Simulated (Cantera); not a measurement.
An isothermal, constant-pressure homogeneous reactor starts with H2 : O2 : N2 = 0.0056 : 1 : 1.4 (molar parts), at 1175 K and 110 Pa. Integrator tolerance rtol = 1e-08.

Computed with Cantera and the H2/O2 subset of GRI-Mech 3.0, which has no nitrogen chemistry. Radical loss at walls, strong at low pressure, is not modelled.

**Question.** What does this change do: H2 0.0056 to 0.0013 parts?

**Answer.** 
```
quantity                                            before                                      after
----------------  ----------------------------------------  -----------------------------------------
x(H2) at 40.0 s   3.89e-6 (gas-phase equilibrium 8.20e-10)   2.96e-7 (gas-phase equilibrium 1.90e-10)
x(O2) at 40.0 s        0.414 (gas-phase equilibrium 0.415)        0.416 (gas-phase equilibrium 0.416)
x(H) at 40.0 s    3.60e-5 (gas-phase equilibrium 1.07e-10)   3.25e-6 (gas-phase equilibrium 5.13e-11)
x(H2O) at 40.0 s   0.00223 (gas-phase equilibrium 0.00233)  0.000519 (gas-phase equilibrium 0.000541)
x(OH) at 40.0 s   0.000145 (gas-phase equilibrium 2.11e-6)    4.00e-5 (gas-phase equilibrium 1.02e-6)
```

**Question.** What does this change do: 0.21 parts H2O added?

**Answer.** 
| quantity | before | after |
|---|---|---|
| x(H2) at 40.0 s | 3.89e-6 (gas-phase equilibrium 8.20e-10) | 2.26e-5 (gas-phase equilibrium 3.03e-8) |
| x(O2) at 40.0 s | 0.414 (gas-phase equilibrium 0.415) | 0.381 (gas-phase equilibrium 0.382) |
| x(H) at 40.0 s | 3.60e-5 (gas-phase equilibrium 1.07e-10) | 1.31e-5 (gas-phase equilibrium 6.48e-10) |
| x(H2O) at 40.0 s | 0.00223 (gas-phase equilibrium 0.00233) | 0.0823 (gas-phase equilibrium 0.0825) |
| x(OH) at 40.0 s | 0.000145 (gas-phase equilibrium 2.11e-6) | 0.000335 (gas-phase equilibrium 1.23e-5) |
